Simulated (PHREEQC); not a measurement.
Solution (55 °C): 0.0014 mol Na2S, 0.054 mol HCl and 0.00032 mol NiCl2 per kg of water. Closed to the air; pH follows from the charge balance.

Computed with PHREEQC (ion-association model, wateq4f.dat).

Problem. The ionic strength comes out as 0.0549 mol/kgw. What activity coefficients do Cl-, H+, Na+, Ni+2, NiCl+ get?

Solution. Cl- 0.80, H+ 0.84, Na+ 0.81, Ni+2 0.42, NiCl+ 0.81.

Precipitation was switched off in this run. Constants without temperature data keep their 25 °C values here. The polysulfide entries of wateq4f.dat were taken out for this run.
